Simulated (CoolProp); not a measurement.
Vapour-liquid equilibrium of benzene (1) + dimethyl carbonate (2) at 0.0106 MPa; x and y are mole fractions of (1).

Model: multi-fluid Helmholtz-energy mixture model, Thol 2012 and Zhou 2011; pair parameters Bell 2016, in CoolProp.

```csv
x,"bubble temperature, mixture model (°C)","bubble temperature, Raoult's law (°C)","y, mixture model","y, Raoult's law"
0.05,31.1,31.9,0.115,0.082
0.125,29.3,30.9,0.251,0.195
0.2,27.8,29.9,0.358,0.299
0.275,26.5,28.9,…,0.394
0.35,25.5,28.0,0.518,0.481
0.425,24.6,27.1,0.581,0.561
0.5,…,26.3,0.638,0.635
0.575,23.3,25.4,0.691,0.702
0.65,22.7,24.6,0.742,0.765
0.725,22.3,23.8,…,0.823
0.8,21.9,23.1,…,0.876
0.875,21.5,22.3,0.898,0.925
0.95,…,21.6,0.957,0.971
```

Task: Some entries are withheld; supply them.

Result: 
- 0.275, y, mixture model: 0.445
- 0.5, bubble temperature, mixture model (°C): 23.9
- 0.725, y, mixture model: 0.792
- 0.8, y, mixture model: 0.844
- 0.95, bubble temperature, mixture model (°C): 21.3

The largest gap from Raoult's law is -2.5 K in bubble temperature, at x = 0.35. No azeotrope shows between x = 0.05 and 0.95.

Pair parameters are fitted to limited data, so mixtures are less certain than the pure fluids.
